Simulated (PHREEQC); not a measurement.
**Buffer: an equilibrium model**

A solution holds 0.048 mol NaHSO4, 0.079 mol Na2SO4 and 0.9 mol NaCl per kg of water, at 70 °C. Closed to the air; pH follows from the charge balance.

The numbers come from PHREEQC with the ion-association model, phreeqc.dat.

```
Item                     Result
-----------------  ------------
pH                         1.89
ionic strength     1.12 mol/kgw
activity of water         0.964
density             1.024 g/cm³
total alkalinity   -48.0 meq/kg
```

```csv
species,molality,activity,log γ
Na+,1.06,0.751,-0.149
Cl-,0.900,0.519,-0.239
SO4-2,0.0489,0.00622,-0.896
NaSO4-,0.0478,0.0300,-0.202
HSO4-,0.0302,0.0241,-0.099
H+,0.0178,0.0129,-0.141
```

This is a speciation only: nothing precipitates in the calculation. Caution: at this ionic strength the ion-association model is outside its range; a Pitzer model would be the better tool where its parameters exist. Complexes and solids missing from the database can't appear. Away from 25 °C the constants follow the database's enthalpies or fits; those with neither stay at their 25 °C values.
